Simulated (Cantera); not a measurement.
## Fluorocarbon and chlorocarbon gases: C2F6 + H2

Input: 1 mol C2F6, a varied amount of H2, held at 2300 K and 0.100 bar.

Equilibrium computed with Cantera from the NASA thermochemical tables; the gas is ideal and each condensed phase is pure. Candidate condensed phases: C, C6H6, C7H8, C8H18; 95 gas species. The feed counts by its element totals alone. The tables' values for C2F4 are old estimates; treat these amounts as uncertain. Gases not in the tables: C2F6 and larger saturated fluorocarbons. Rates play no part.

| n(H2) (mol) | x HF | x H2 | x CF4 | x CF2 | x F | x H | x CF3 | n C(graphite) |
|---|---|---|---|---|---|---|---|---|
| 0.84 | 0.536 | 1.30e-7 | 0.248 | 0.151 | 0.0539 | 1.11e-5 | 0.0105 | 0.716 |
| 1.5 | 0.730 | 3.55e-7 | 0.115 | 0.103 | 0.0446 | 1.82e-5 | 0.00593 | 1.08 |
| 2.2 | 0.865 | 8.62e-7 | 0.0384 | 0.0594 | 0.0338 | 2.84e-5 | 0.00260 | 1.49 |
| 2.9 | 0.977 | 7.63e-6 | 0.000799 | 0.00856 | 0.0128 | 8.45e-5 | 0.000142 | 1.94 |
| 3.6 | 0.905 | 0.0857 | 4.65e-12 | 6.53e-7 | 0.000112 | 0.00896 | 9.49e-11 | 2.00 |
| 4.3 | 0.817 | 0.170 | <1e-12 | 2.68e-7 | 7.19e-5 | 0.0126 | 2.50e-11 | 1.99 |
| 5 | 0.744 | 0.240 | <1e-12 | 1.58e-7 | 5.52e-5 | 0.0150 | 1.13e-11 | 1.98 |
| 5.7 | 0.684 | 0.298 | <1e-12 | 1.07e-7 | 4.55e-5 | 0.0167 | 6.31e-12 | 1.98 |
| 6.4 | 0.632 | 0.348 | <1e-12 | 7.86e-8 | 3.89e-5 | 0.0181 | 3.96e-12 | 1.97 |
x: gas mole fraction; n: condensed amount in mol.

From 0.84 mol H2 to 6.4 mol H2 the condensed part is C(graphite). The main C-bearing gas is CF4 at 0.84 mol H2 and C2H2 (acetylene) at 6.4 mol H2. The share of C in condensed phases is highest at 3.6 mol H2 (99.8 %) and lowest at 0.84 mol H2 (35.8 %).
